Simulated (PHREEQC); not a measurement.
Make-up at 5 °C: 0.032 mol ZnCl2 per kg of water. Closed to the air; pH follows from the charge balance.

Model: ion-association model, phreeqc.dat, run in PHREEQC.

Problem. The ionic strength comes out as 0.0943 mol/kgw. What activity coefficients do Zn+2, H+, ZnCl3-, ZnCl+, Cl- get?

Solution. Zn+2 0.39, H+ 0.83, ZnCl3- 0.78, ZnCl+ 0.78, Cl- 0.78.

No solid was allowed to form. At this temperature some constants are extrapolated from 25 °C, and those without enthalpy data are left unchanged.
